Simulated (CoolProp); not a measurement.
Propyne along the isobar 1.76 MPa: fugacity coefficient from the reference equation and from simpler models built on Tc = 129.6 °C, pc = 5.658 MPa, ω = 0.204; each cubic takes its own stable root.

Computed with CoolProp (reference Helmholtz-energy equation of state, Polt 1992). This equation is an older, rougher fit; its heat capacities, sound speeds and derivatives of the liquid may be far off and weren't checked against measurements.

| T (°C) | phase | reference |
|---|---|---|
| 55.75 | liquid | 0.6334 |
| 66.85 | liquid | 0.7872 |
| 78.05 | gas | 0.8321 |
| 89.25 | gas | 0.8495 |
| 100.35 | gas | 0.8641 |
| 111.55 | gas | 0.8768 |
| 122.75 | gas | 0.8878 |
| 133.85 | gas | 0.8974 |
| 145.05 | gas | 0.9060 |
| 156.15 | gas | 0.9135 |
| 167.35 | gas | 0.9203 |
| 178.55 | gas | 0.9264 |
| 189.65 | gas | 0.9318 |
| 200.85 | gas | 0.9368 |

Question: How far does each simpler model (van der Waals, Redlich-Kwong, Peng-Robinson) lie from the reference over these 14 states: mean and median of the absolute difference, and the worst?

Answer: 
- van der Waals: mean 4.6 %, median 1.7 %, worst +34.3 % at 55.75 °C and 1.76 MPa
- Redlich-Kwong: mean 2.2 %, median 0.3 %, worst +20.4 % at 55.75 °C and 1.76 MPa
- Peng-Robinson: mean 0.8 %, median 0.8 %, worst +1.0 % at 55.75 °C and 1.76 MPa

At some of these states van der Waals, Redlich-Kwong gives the other phase, because its saturation line lies elsewhere.
